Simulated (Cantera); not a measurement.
An adiabatic, constant-pressure homogeneous reactor starts with 6.91 % CH4, 0.387 % C2H6, 19.5 % O2, 73.2 % N2, equivalence ratio 0.78, at 1048 K and 5850 Torr.

Detailed kinetics in Cantera: GRI-Mech 3.0 (53 species, 325 reactions).

Question: Predict: time of steepest temperature rise; temperature at 0.200 s; equilibrium temperature; x(O2) at 0.200 s; x(CO2) at 0.200 s; x(H) at 0.200 s; x(CO) at 0.200 s.

Answer: 
| Property | Value |
|---|---|
| time of steepest temperature rise | 14.3 ms |
| temperature at 0.200 s | 2493 K |
| equilibrium temperature | 2493 K |
| x(O2) at 0.200 s | 0.0391 (gas-phase equilibrium 0.0391) |
| x(CO2) at 0.200 s | 0.0716 (gas-phase equilibrium 0.0716) |
| x(H) at 0.200 s | 0.000340 (gas-phase equilibrium 0.000340) |
| x(CO) at 0.200 s | 0.00462 (gas-phase equilibrium 0.00462) |
